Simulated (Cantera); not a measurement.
Input: 1 mol Cu, 13 mol HF, 2 mol N2, equilibrated at 1450 K and 13.3 mbar.

Method: chemical equilibrium by Gibbs-energy minimisation in Cantera with the NASA 1993 tables (ideal gas, pure condensed phases). Candidate condensed phases: Cu, CuF2; 25 gas species. Kinetics and transport are ignored.

Base state: HF 0.864, N2 0.133, CuF 0.00169, H2 0.000845, Cu 0.000258 (mole fractions); condensed: Cu(l).

What changes in the equilibrium state with this change: pressure from 13.3 mbar to 3.40 Pa?


```json
[
 {"species": "HF", "before": "0.864", "after": "0.808"},
 {"species": "N2", "before": "0.133", "after": "0.125"},
 {"species": "Cu", "before": "0.000258", "after": "0.0548"},
 {"species": "H", "before": "2.38e-6", "after": "0.000101"},
 {"species": "CuF", "before": "0.00169", "after": "0.00790"},
 {"species": "H2", "before": "0.000845", "after": "0.00390"},
 {"species": "Cu(l), mol", "before": "0.971", "after": "0"}
]
```
